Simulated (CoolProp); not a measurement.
The numbers come from the reference Helmholtz-energy equation of state, Lemmon 2006 in CoolProp. It is a short technical equation, of lower accuracy than the large ones.

Problem. For isopentane, give the phase and the Z, cv (kJ/(kg K)), speed of sound (m/s), isothermal compressibility (1/MPa) at -41.25 °C and 0.0894 MPa.

Solution. 
- -41.25 °C and 0.0894 MPa: liquid; Z 0.00493, cv 1.45, speed of sound 1290, isothermal compressibility 0.00120
